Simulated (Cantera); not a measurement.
Feed: 1 mol HI, 3.5 mol O2, equilibrated at 10.0 mbar.

Method: chemical equilibrium by Gibbs-energy minimisation in Cantera with the NASA 1993 tables (ideal gas, pure condensed phases). Candidate condensed phases: H2O, I2; 12 gas species. Kinetics and transport are ignored.

x: gas mole fraction; nothing condenses.

```csv
T (°C),x O2,x I,x H2O,x I2,x HI
425,0.763,0.00350,0.117,0.116,(withheld)
475,0.762,0.00834,0.117,0.113,(withheld)
525,0.758,0.0176,0.117,0.108,(withheld)
575,0.752,0.0334,0.116,0.0990,(withheld)
625,0.743,0.0569,0.114,0.0858,(withheld)
675,0.731,0.0876,0.112,0.0687,(withheld)
725,0.718,0.122,0.110,0.0497,(withheld)
775,0.706,0.153,0.109,0.0324,(withheld)
825,0.697,0.176,0.107,0.0193,(withheld)
875,0.692,0.191,0.106,0.0109,(withheld)
925,0.688,0.200,0.106,0.00604,(withheld)
975,0.687,0.204,0.106,0.00340,(withheld)
```

**Question.** Complete the blanks.

**Answer.** 
- 425, x HI: 4.54e-8
- 475, x HI: 1.72e-7
- 525, x HI: 5.44e-7
- 575, x HI: 1.47e-6
- 625, x HI: 3.43e-6
- 675, x HI: 6.99e-6
- 725, x HI: 1.25e-5
- 775, x HI: 1.96e-5
- 825, x HI: 2.79e-5
- 875, x HI: 3.66e-5
- 925, x HI: 4.55e-5
- 975, x HI: 5.48e-5
